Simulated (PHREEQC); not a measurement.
A PHREEQC speciation (ion-association model, phreeqc.dat) at 25 °C gives pH 1.75 and these molalities:

```csv
species,mol/kgw
HF,0.231
H+,0.0198
F-,0.0107
HF2-,0.00909
```

Q: What are the element totals, and what could have been dissolved in 1 kg of water to give them?

A: One answer among several that fit: totals F 0.260 mol/kgw, from 0.26 mol/kgw HF.

Precipitation was switched off in this run. Complexes and solids missing from the database can't appear. Under pressure, the constants of complexes without a molar volume in the database are unreliable.
